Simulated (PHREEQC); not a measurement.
Dissolve 0.0017 mol (CH3)4NCl per kg of water at 30 °C and 300 atm. Closed to the air; pH follows from the charge balance.

Model: ion-association model, phreeqc.dat, run in PHREEQC.

- ionic strength = 0.00170 mol/kgw

```
species   molality  activity   log γ
--------  --------  --------  ------
Cl-        0.00170   0.00162  -0.020
(CH3)4N+   0.00170   0.00162  -0.020
H+         1.44e-7   1.38e-7  -0.019
OH-        1.44e-7   1.37e-7  -0.020
```

No solid was allowed to form. Under pressure, the constants of complexes without a molar volume in the database are unreliable. (CH3)4N+ isn't in the database: it is added as a free cation with an ion size of 4 Å.
